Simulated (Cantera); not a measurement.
What does this Cantera script print?

```python
import numpy as np
import cantera as ct

gas_names = """
    B BH BH2 BH3 BO BO2 B2 B2O B2O2 B2O3 B3O3H3 H HBO HBO2 HO2 H2 H2O H2O2 H3B3O6 O OH O2 O3
""".split()
cond_names = """
    B(b) B(L) B2O3(L) B3O3H3(cr) H2O(s) H2O(L)
""".split()


# ... load() reads the species with a 1 bar reference pressure and builds the phases ...
atoms = {
    'B': {'B': 1},
    'H2O': {'H': 2, 'O': 1},
}
top_T = {}  # K; cautious upper limits of use, not melting points


# ... equilibrate(T, P, feed) seeds the gas with the atoms and calls Mixture.equilibrate('TP', solver="vcs", rtol=1e-11, max_steps=5000) ...
results = []
feed = {'B': 1, 'H2O': 0.14}  # mol
P = 14000  # Pa
for T in [1000, 1100, 1200, 1300, 1400, 1500, 1600, 1700, 1800]:
    mix = equilibrate(T, P, feed)
    results.append((T, P, feed, dict(zip(mix.species_names, mix.species_moles))))

top = {s: max(r[3][s] / sum(r[3][g] for g in gas_names) for r in results) for s in gas_names}
cols = sorted((s for s in top if top[s] > 0.0001), key=lambda s: -top[s])[:8]
seen = [c for c in cond_names if any(r[3].get(c, 0) > 1e-12 for r in results)]
print("log10 of partial pressures in bar; condensed amounts in mol")
print(f"{'T/K':>10s}" + "".join(f"{s[:9]:>10s}" for s in cols + seen))
for T, P, feed, n in results:
    ng = sum(n[g] for g in gas_names)
    print(f"{T:10.4g}" + "".join(f"{np.log10(max(n[s] / ng * P / 1e5, 1e-99)):10.3f}" for s in cols)
          + "".join(f"{n.get(c, 0):10.4g}" for c in seen))
```

Result:

```
log10 of partial pressures in bar; condensed amounts in mol
       T/K        H2       HBO      B2O2      B2O3      HBO2    B3O3H3        BO         H      B(b)   B2O3(L)
      1000    -0.855    -6.467   -10.310   -11.475    -8.847    -3.499   -12.836    -9.072    0.9063   0.04635
      1100    -0.855    -5.476    -8.576    -9.592    -7.636    -3.464   -10.899    -8.015    0.9063   0.04632
      1200    -0.855    -4.656    -7.140    -8.036    -6.636    -3.446    -9.292    -7.132    0.9063    0.0463
      1300    -0.855    -3.967    -5.933    -6.730    -5.798    -3.440    -7.938    -6.384    0.9063   0.04627
      1400    -0.856    -3.380    -4.906    -5.619    -5.087    -3.441    -6.782    -5.741    0.9062   0.04615
      1500    -0.860    -2.876    -4.021    -4.664    -4.477    -3.451    -5.785    -5.184    0.9058   0.04576
      1600    -0.869    -2.441    -3.251    -3.834    -3.951    -3.474    -4.916    -4.699    0.9047   0.04449
      1700    -0.895    -2.069    -2.577    -3.107    -3.499    -3.524    -4.152    -4.279    0.9016   0.04039
      1800    -0.969    -1.765    -1.981    -2.465    -3.126    -3.646    -3.476    -3.930    0.8913   0.02635
```

These are equilibrium values from Cantera (NASA tables, ideal gas, pure condensed phases), not measurements of a reactor. Mutual solubility and eutectic melting of coexisting phases are not modelled. The tables' values for BH2 are old estimates; treat these amounts as uncertain.
